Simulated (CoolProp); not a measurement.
A single-stage vapour-compression cycle with the fluid: evaporating at 273.15 K (dew point), condensing at 333.15 K (bubble point), superheat 8 K, subcooling 2 K, compressor efficiency 0.65, no pressure losses. The same conditions are run with several fluids, on thermodynamics alone (safety and materials aside).

Values from CoolProp's reference Helmholtz-energy equation of state of each fluid (R1224YDZ: Akasaka 2023; R507A: Lemmon 2003; CH2F2 (R32): Tillner-Roth 1997; c-C4F8 (RC318): Platzer 1990; R22: Kamei 1995; carbonyl sulfide: Lemmon 2006). The equations of Platzer and Polt are older, rougher fits. Blends and air are pseudo-pure fits.

| fluid | cooling COP | pressure ratio | discharge temperature (K) | refrigerating effect (kJ/kg) | volumetric capacity (kJ/m³) |
|---|---|---|---|---|---|
| R1224YDZ | 2.25 | 7.98 | 352.7 | 115 | 414 |
| R507A | 1.63 | 4.73 | 358.8 | 77.7 | 2380 |
| CH2F2 (R32) | 1.95 | 4.84 | 415.5 | 209 | 4380 |
| c-C4F8 (RC318) | 1.78 | 6.51 | 333.2 | 55.3 | 640 |
| R22 | 2.11 | 4.87 | 390.9 | 136 | 2780 |
| carbonyl sulfide | 2.18 | 4.29 | 418.2 | 195 | 3600 |

The compression ends wet for: c-C4F8 (RC318).
